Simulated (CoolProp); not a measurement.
Vapour-liquid equilibrium of propane (1) + n-pentane (2) at 11.8 kPa; x and y are mole fractions of (1).

Model: multi-fluid Helmholtz-energy mixture model, Lemmon 2009 and Thol 2019; pair parameters Kunz 2012, in CoolProp.

```
x     bubble temperature (°C)  y at the bubble point  dew temperature at overall composition x (°C)  liquid density (mol/L)
----  -----------------------  ---------------------  ---------------------------------------------  ----------------------
0.05                    -37.2                  0.735                                          -15.9                   9.520
0.2                     -60.0                  0.956                                          -19.1                   10.19
0.35                    -68.0                  0.981                                          -22.8                   10.81
0.5                     -72.6                  0.990                                          -27.2                   11.49
0.65               (withheld)                  0.994                                     (withheld)                   12.26
0.8                     -78.5                  0.997                                     (withheld)              (withheld)
0.95               (withheld)                  0.999                                          -58.6                   13.90
```

Task: Complete the blanks.

Result: 
- 0.65, bubble temperature (°C): -75.8
- 0.65, dew temperature at overall composition x (°C): -33.0
- 0.8, dew temperature at overall composition x (°C): -41.3
- 0.8, liquid density (mol/L): 13.08
- 0.95, bubble temperature (°C): -80.8

No azeotrope shows between x = 0.05 and 0.95.

Pair parameters are fitted to limited data, so mixtures are less certain than the pure fluids.
